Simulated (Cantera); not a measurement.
Feed: 1 mol B2H6, 1.9 mol H2O, 30 mol N2, held at 1.50 mbar.

Method: chemical equilibrium by Gibbs-energy minimisation in Cantera with the NASA 1993 tables (ideal gas, pure condensed phases). Candidate condensed phases: B, BN, B2O3, B3O3H3, H2O; 39 gas species. The feed counts by its element totals alone. Kinetics and transport are ignored.

### Question
What share of the B ends up in condensed phases as a function of T (°C), at 1327, 1427, 1527, 1627, 1727, 1827, 1927, 2027, 2127?

### Answer
```
T (°C)  B condensed (%)     as
------  ---------------  -----
1327               29.5  BN(s)
1427               18.8  BN(s)
1527                9.6  BN(s)
1627                5.9  BN(s)
1727                4.8  BN(s)
1827                3.6  BN(s)
1927                0.0      -
2027                0.0      -
2127                0.0      -
```
